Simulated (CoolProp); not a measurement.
Computed with CoolProp (reference Helmholtz-energy equation of state, Wagner 2002).

### Question
Give the vapour pressure (MPa), liquid cp (kJ/(kg K)), surface tension (mN/m), vapour viscosity (µPa s) of saturated water at 256.55 °C.

### Answer
| T (°C) | p (MPa) | liquid cp (kJ/(kg K)) | surface tension (mN/m) | vapour viscosity (µPa s) |
|---|---|---|---|---|
| 256.55 | 4.43 | 4.94 | 24.3 | 17.7 |

Viscosity comes from a separate model (Huber 2009). Surface tension comes from a separate correlation (Mulero 2012).
